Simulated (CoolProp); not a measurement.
Aqueous ammonia as a coolant, at -7 °C, 1 atm.

Model: Melinder's fits for secondary coolants, in CoolProp.

```
mass %  freezing point (°C)  density (kg/m³)  conductivity (W/(m K))  viscosity (mPa s)  Prandtl number
------  -------------------  ---------------  ----------------------  -----------------  --------------
8.2                   -10.7            969.4                   0.493               2.54      (withheld)
12.3             (withheld)            956.3                   0.472               2.61      (withheld)
16.3                  -26.3            944.5              (withheld)               2.75            25.9
20.4                  -37.7            933.1                   0.431         (withheld)            28.0
24.4                  -52.8            922.5                   0.416               2.83            28.9
28.5                  -74.2       (withheld)                   0.404               2.82            29.7
```

Some entries are withheld; supply them.


- 8.2, Prandtl number: 21.8
- 12.3, freezing point (°C): -17.7
- 12.3, Prandtl number: 23.4
- 16.3, conductivity (W/(m K)): 0.450
- 20.4, viscosity (mPa s): 2.85
- 28.5, density (kg/m³): 912.0
